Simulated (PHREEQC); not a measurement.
Dissolve 26 mmol/kgw CuCl2, 1 mmol/kgw H2SO4 and 190 mmol/kgw H3BO3 at 20 °C. Closed to the air; pH follows from the charge balance.

The numbers come from PHREEQC with the ion-association model, wateq4f.dat.

```tsv
quantity	before	after
pH	2.79	2.75
ionic strength (mol/kgw)	0.0769	0.00277
SO4-2 (mol/kgw)	0.000523	0.000883
HSO4- (mol/kgw)	3.86e-5	0.000116
```

What was changed between the two runs?
A. CuCl2 left out
B. CuCl2 replaced by CdCl2 at the same molality
C. temperature from 20 to 25 °C
D. H3BO3 left out
E. CuCl2 from 0.026 to 0.052 mol/kgw

A, CuCl2 left out

This is a speciation only: nothing precipitates in the calculation.
